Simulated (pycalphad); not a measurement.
Source of the numbers: pycalphad with the COST 507 light-alloy database (1999); pressure 1 atm. The database dates from 1999; later assessments differ in places, in temperatures and in the compounds included. Diffusion is slow at the low end, where real alloys seldom reach equilibrium.

Problem. How does the equilibrium phase assembly of Al-0.1665Si (wt.%) change on cooling from 1577 °C to 227 °C?

Solution. 
| T (°C) | phases above | phases below |
|---|---|---|
| 659.4 | LIQUID | FCC_A1 + LIQUID |
| 650.8 | FCC_A1 + LIQUID | FCC_A1 |
| 365.6 | FCC_A1 | DIAMOND_A4 + FCC_A1 |
Changes were sought between steps of 75 K, so a narrower field can be missed.

FCC_A1 is fcc; DIAMOND_A4 is diamond (Si).
